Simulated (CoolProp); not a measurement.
Vapour-liquid equilibrium of diethyl ether (1) + n-hexane (2) at 345.3 K; x and y are mole fractions of (1).

Model: multi-fluid Helmholtz-energy mixture model, Thol 2014 and Thol 2019; pair parameters Bell 2016, in CoolProp.

```
x      bubble pressure, mixture model (MPa)  bubble pressure, Raoult's law (MPa)  y, mixture model  y, Raoult's law
-----  ------------------------------------  -----------------------------------  ----------------  ---------------
0.05                                 0.1266                               0.1234             0.148            0.132
0.125                                0.1459                               0.1395             0.309            0.293
0.2                                  0.1637                               0.1556             0.428            0.420
0.275                                0.1804                               0.1716             0.522            0.524
0.35                                 0.1963                               0.1877             0.598            0.610
0.425                                0.2117                               0.2037             0.664            0.682
0.5                                  0.2267                               0.2198             0.721            0.744
0.575                                0.2416                               0.2359             0.773            0.797
0.65                                 0.2565                               0.2519             0.820            0.843
0.725                                0.2713                               0.2680             0.864            0.884
0.8                                  0.2863                               0.2840             0.904            0.921
0.875                                0.3013                               0.3001             0.942            0.953
0.95                                 0.3166                               0.3161             0.977            0.982
```

The largest gap from Raoult's law is +5.2 % in bubble pressure, at x = 0.2. No azeotrope shows between x = 0.05 and 0.95.

The pair parameters rest on a limited set of measurements; away from them the model extrapolates.
